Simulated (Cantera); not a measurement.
**Premixed flame**

A freely propagating, adiabatic, planar premixed flame of 26.7 % CO, 1.47 % H2, 15.1 % O2, 56.8 % N2, equivalence ratio 0.93, unburnt at 325 K and 101000 Pa; mixture-averaged transport, grid criteria slope 0.08 and curve 0.16, no radiation.

Computed with Cantera and GRI-Mech 3.0 (53 species, 325 reactions). Burning velocities carry a grid error of a few per cent, more on coarse grids.

| z (mm) | T (K) | u (m/s) | x CO | x H2 | x O2 | x OH | x H | x HO2 |
|---|---|---|---|---|---|---|---|---|
| -2.37 | 325 | 0.408 | 0.267 | 0.0146 | 0.151 | <1e-8 | <1e-8 | <1e-8 |
| -1.58 | 325 | 0.408 | 0.267 | 0.0146 | 0.151 | <1e-8 | <1e-8 | <1e-8 |
| -1.19 | 325 | 0.408 | 0.267 | 0.0144 | 0.151 | <1e-8 | <1e-8 | 2.94e-8 |
| -0.791 | 326 | 0.409 | 0.267 | 0.0137 | 0.151 | <1e-8 | <1e-8 | 4.09e-7 |
| -0.395 | 365 | 0.457 | 0.266 | 0.0111 | 0.151 | <1e-8 | <1e-8 | 2.75e-5 |
| -0.198 | 648 | 0.803 | 0.248 | 0.00789 | 0.141 | 7.83e-5 | 0.000120 | 0.000227 |
| 0 | 1126 | 1.36 | 0.200 | 0.00368 | 0.113 | 0.000569 | 0.00250 | 5.19e-5 |
| 0.198 | 1445 | 1.71 | 0.146 | 0.00119 | 0.0806 | 0.00154 | 0.00525 | 1.96e-5 |
| 0.395 | 1628 | 1.89 | 0.113 | 0.000919 | 0.0629 | 0.00230 | 0.00599 | 1.13e-5 |
| 0.791 | 1814 | 2.07 | 0.0895 | 0.000964 | 0.0520 | 0.00311 | 0.00473 | 6.64e-6 |
| 1.58 | 1975 | 2.23 | 0.0756 | 0.000847 | 0.0463 | 0.00339 | 0.00266 | 3.80e-6 |
| 3.16 | 2107 | 2.36 | 0.0622 | 0.000664 | 0.0406 | 0.00325 | 0.00141 | 2.06e-6 |
| 6.33 | 2213 | 2.46 | 0.0497 | 0.000503 | 0.0352 | 0.00291 | 0.000756 | 1.21e-6 |
x: mole fraction of selected species; z is measured from the peak of heat release.

- laminar burning velocity: 40.8 cm/s
- thermal thickness: 0.791 mm
- peak x(OH): 0.00339
- peak x(H): 0.00600
- peak x(HO2): 0.000245
- grid points: 131
